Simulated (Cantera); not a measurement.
## Premixed flame

A freely propagating, adiabatic, planar premixed flame of C2H4 : O2 : N2 : H2O = 1 : 3.16 : 11.9 : 0.7 (molar parts), equivalence ratio 0.95, unburnt at 648 K and 0.350 bar; mixture-averaged transport, grid criteria slope 0.08 and curve 0.16, no radiation.

Model: GRI-Mech 3.0 (53 species, 325 reactions), integrated in Cantera. GRI-Mech 3.0 was tuned for natural gas; its chemistry of ethylene as a main component is partial and can be far from experiment. Burning velocities carry a grid error of a few per cent, more on coarse grids.

```
z (mm)  T (K)  u (m/s)    x C2H4    x O2   x H2O     x HCO     x HO2       x H
------  -----  -------  --------  ------  ------  --------  --------  --------
-2.07     648     3.08    0.0597   0.189  0.0418     <1e-8   7.18e-8     <1e-8
-1.38     648     3.08    0.0596   0.188  0.0418     <1e-8   1.43e-6     <1e-8
-1.04     649     3.08    0.0596   0.188  0.0418     <1e-8   8.38e-6     <1e-8
-0.690    656     3.13    0.0593   0.187  0.0424   3.40e-8   7.86e-5   4.26e-7
-0.345    840     4.06    0.0520   0.171  0.0558   7.41e-6  0.000568  0.000169
-0.173   1217     5.99    0.0329   0.137  0.0812   8.47e-5  0.000681   0.00158
0        1615     8.11   0.00958  0.0932   0.109  0.000151  0.000281   0.00501
0.173    1828     9.26  0.000925  0.0635   0.124   6.60e-5   4.60e-5   0.00918
0.345    1886     9.55   3.57e-5  0.0497   0.128   8.31e-6   7.65e-6    0.0125
0.690    1919     9.68   2.59e-8  0.0405   0.127   9.24e-8   4.01e-6    0.0158
1.38     1959     9.82     <1e-8  0.0357   0.123   4.95e-8   3.40e-6    0.0171
2.76     2010     10.0     <1e-8  0.0333   0.125   3.87e-8   2.94e-6    0.0155
5.52     2079     10.3     <1e-8  0.0314   0.129   2.81e-8   2.45e-6    0.0122
```
x: mole fraction of selected species; z is measured from the peak of heat release.

```
Property                     Value
------------------------  --------
laminar burning velocity  308 cm/s
thermal thickness         0.690 mm
peak x(HCO)               0.000154
peak x(HO2)               0.000700
peak x(H)                   0.0171
grid points                    185
```
